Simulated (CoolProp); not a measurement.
Saturation properties of octamethylcyclotetrasiloxane (D4).

Model: reference Helmholtz-energy equation of state, Thol 2015, in CoolProp.

```json
[
 {"T (K)": "348.8", "p (MPa)": "?", "vapour density (kg/m³)": "0.2998", "enthalpy of vaporisation (kJ/kg)": "167.2", "liquid cp (kJ/(kg K))": "1.764"},
 {"T (K)": "354.8", "p (MPa)": "0.003894", "vapour density (kg/m³)": "0.3941", "enthalpy of vaporisation (kJ/kg)": "165.1", "liquid cp (kJ/(kg K))": "?"},
 {"T (K)": "360.7", "p (MPa)": "0.005111", "vapour density (kg/m³)": "?", "enthalpy of vaporisation (kJ/kg)": "163.0", "liquid cp (kJ/(kg K))": "1.789"},
 {"T (K)": "366.7", "p (MPa)": "0.006660", "vapour density (kg/m³)": "0.6544", "enthalpy of vaporisation (kJ/kg)": "160.9", "liquid cp (kJ/(kg K))": "?"},
 {"T (K)": "372.7", "p (MPa)": "0.008580", "vapour density (kg/m³)": "0.8313", "enthalpy of vaporisation (kJ/kg)": "158.8", "liquid cp (kJ/(kg K))": "1.815"},
 {"T (K)": "378.6", "p (MPa)": "0.01089", "vapour density (kg/m³)": "1.042", "enthalpy of vaporisation (kJ/kg)": "156.7", "liquid cp (kJ/(kg K))": "1.828"},
 {"T (K)": "384.6", "p (MPa)": "0.01375", "vapour density (kg/m³)": "1.298", "enthalpy of vaporisation (kJ/kg)": "154.6", "liquid cp (kJ/(kg K))": "1.841"},
 {"T (K)": "390.5", "p (MPa)": "?", "vapour density (kg/m³)": "?", "enthalpy of vaporisation (kJ/kg)": "152.5", "liquid cp (kJ/(kg K))": "1.855"},
 {"T (K)": "396.5", "p (MPa)": "0.02123", "vapour density (kg/m³)": "1.958", "enthalpy of vaporisation (kJ/kg)": "?", "liquid cp (kJ/(kg K))": "1.869"}
]
```

**Question.** Some entries are withheld; supply them.

**Answer.** 
- 348.8, p (MPa): 0.002916
- 354.8, liquid cp (kJ/(kg K)): 1.776
- 360.7, vapour density (kg/m³): 0.5096
- 366.7, liquid cp (kJ/(kg K)): 1.802
- 390.5, p (MPa): 0.01713
- 390.5, vapour density (kg/m³): 1.598
- 396.5, enthalpy of vaporisation (kJ/kg): 150.4

It boils at 448.9 K under 1 atm.
